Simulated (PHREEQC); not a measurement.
Make-up at 25 °C: 0.00056 mol HF, 0.00018 mol NaF, 0.018 mol (NH4)2SiF6 and 0.0019 mol H2SO4 per kg of water. Closed to the air; pH follows from the charge balance.

Computed with PHREEQC (ion-association model, phreeqc.dat).

**Question.** The ionic strength comes out as 0.0580 mol/kgw. What activity coefficients do Na+, NH4+, F-, SO4-2, HF2- get?

**Answer.** Na+ 0.82, NH4+ 0.79, F- 0.80, SO4-2 0.44, HF2- 0.81.

No solid was allowed to form. The solution is supersaturated, for example in Quartz (slow to form), Chalcedony (slow to form), so a real one may precipitate; this is no full list. SiF6-2 is the database's only silicon fluoride.
